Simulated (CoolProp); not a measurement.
Vapour-liquid equilibrium of benzene (1) + octamethylcyclotetrasiloxane (D4) (2) at 56.15 °C; x and y are mole fractions of (1).

Computed with CoolProp (multi-fluid Helmholtz-energy mixture model, Thol 2012 and Thol 2015; pair parameters Bell 2016).

```json
[
 {"x": "0.05", "bubble pressure (bar)": "0.03034", "y at the bubble point": "…", "dew pressure at overall composition x (bar)": "0.01086", "liquid density (mol/L)": "3.218"},
 {"x": "0.2", "bubble pressure (bar)": "…", "y at the bubble point": "0.919", "dew pressure at overall composition x (bar)": "…", "liquid density (mol/L)": "3.681"},
 {"x": "0.35", "bubble pressure (bar)": "0.1741", "y at the bubble point": "…", "dew pressure at overall composition x (bar)": "0.01568", "liquid density (mol/L)": "4.264"},
 {"x": "0.5", "bubble pressure (bar)": "…", "y at the bubble point": "0.978", "dew pressure at overall composition x (bar)": "…", "liquid density (mol/L)": "5.023"},
 {"x": "0.65", "bubble pressure (bar)": "0.3008", "y at the bubble point": "0.987", "dew pressure at overall composition x (bar)": "0.02823", "liquid density (mol/L)": "6.048"},
 {"x": "0.8", "bubble pressure (bar)": "0.3634", "y at the bubble point": "0.994", "dew pressure at overall composition x (bar)": "0.04714", "liquid density (mol/L)": "7.505"},
 {"x": "0.95", "bubble pressure (bar)": "0.4320", "y at the bubble point": "0.999", "dew pressure at overall composition x (bar)": "0.1460", "liquid density (mol/L)": "…"}
]
```

Problem. Some entries are withheld; supply them.

Solution. 
- 0.05, y at the bubble point: 0.676
- 0.2, bubble pressure (bar): 0.1014
- 0.2, dew pressure at overall composition x (bar): 0.01283
- 0.35, y at the bubble point: 0.961
- 0.5, bubble pressure (bar): 0.2399
- 0.5, dew pressure at overall composition x (bar): 0.02016
- 0.95, liquid density (mol/L): 9.729

No azeotrope shows between x = 0.05 and 0.95.

The pair parameters rest on a limited set of measurements; away from them the model extrapolates. The gap from Raoult's law changes sign with composition, which may be real or a fault of the pair parameters; it wasn't checked against measurements.
